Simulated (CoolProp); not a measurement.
100 sccm (0 °C, 1 atm) of nitrogen bubbles through liquid n-heptane at 308.6 K and leaves saturated at a total pressure of 0.0314 MPa (ideal gas phase). Each further row changes one setting.

The numbers come from the reference Helmholtz-energy equation of state, Span 2003 in CoolProp. It is a short technical equation, of lower accuracy than the large ones.

| case | vapour pressure (kPa) | mole fraction of vapour | delivery (mg/min) | delivery (sccm) | change of delivery for a bath 1 K warmer (%) |
|---|---|---|---|---|---|
| as stated | 10.0 | 0.320 | ? | 47.0 | 7.0 |
| bath temperature 313.6 K | ? | 0.400 | 299 | ? | ? |
| total pressure 0.0628 MPa | 10.0 | 0.160 | 85.1 | ? | 5.6 |

### Question
Fill in the missing entries.

### Answer

- as stated, delivery (mg/min): 210
- bath temperature 313.6 K, vapour pressure (kPa): 12.6
- bath temperature 313.6 K, delivery (sccm): 66.8
- bath temperature 313.6 K, change of delivery for a bath 1 K warmer (%): 7.7
- total pressure 0.0628 MPa, delivery (sccm): 19.0
